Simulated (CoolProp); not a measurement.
Saturation properties of carbon dioxide (Tc = 304.1 K, pc = 7.377 MPa, ω = 0.224).

Model: reference Helmholtz-energy equation of state, Span 1996, in CoolProp.

```json
[
 {"T (K)": "222.3", "p (MPa)": "0.6591", "liquid density (kg/m³)": "1158", "vapour density (kg/m³)": "17.34", "liquid viscosity (µPa s)": "230", "vapour viscosity (µPa s)": "11.2"},
 {"T (K)": "228.7", "p (MPa)": "0.8497", "liquid density (kg/m³)": "1134", "vapour density (kg/m³)": "22.17", "liquid viscosity (µPa s)": "207", "vapour viscosity (µPa s)": "11.5"},
 {"T (K)": "235.2", "p (MPa)": "1.082", "liquid density (kg/m³)": "1108", "vapour density (kg/m³)": "28.12", "liquid viscosity (µPa s)": "186", "vapour viscosity (µPa s)": "11.9"},
 {"T (K)": "241.6", "p (MPa)": "1.355", "liquid density (kg/m³)": "1082", "vapour density (kg/m³)": "35.18", "liquid viscosity (µPa s)": "168", "vapour viscosity (µPa s)": "12.2"},
 {"T (K)": "248", "p (MPa)": "1.675", "liquid density (kg/m³)": "1055", "vapour density (kg/m³)": "43.66", "liquid viscosity (µPa s)": "152", "vapour viscosity (µPa s)": "12.6"},
 {"T (K)": "254.4", "p (MPa)": "2.047", "liquid density (kg/m³)": "1026", "vapour density (kg/m³)": "53.84", "liquid viscosity (µPa s)": "137", "vapour viscosity (µPa s)": "13.0"},
 {"T (K)": "260.8", "p (MPa)": "2.476", "liquid density (kg/m³)": "994.9", "vapour density (kg/m³)": "66.08", "liquid viscosity (µPa s)": "123", "vapour viscosity (µPa s)": "13.5"},
 {"T (K)": "267.2", "p (MPa)": "2.967", "liquid density (kg/m³)": "961.4", "vapour density (kg/m³)": "80.90", "liquid viscosity (µPa s)": "111", "vapour viscosity (µPa s)": "14.0"},
 {"T (K)": "273.6", "p (MPa)": "3.527", "liquid density (kg/m³)": "924.7", "vapour density (kg/m³)": "99.05", "liquid viscosity (µPa s)": "99.6", "vapour viscosity (µPa s)": "14.6"},
 {"T (K)": "280", "p (MPa)": "4.161", "liquid density (kg/m³)": "883.6", "vapour density (kg/m³)": "121.7", "liquid viscosity (µPa s)": "88.8", "vapour viscosity (µPa s)": "15.4"},
 {"T (K)": "286.4", "p (MPa)": "4.876", "liquid density (kg/m³)": "835.9", "vapour density (kg/m³)": "151.1", "liquid viscosity (µPa s)": "78.2", "vapour viscosity (µPa s)": "16.3"}
]
```

Viscosity comes from a separate model (Laesecke 2017).
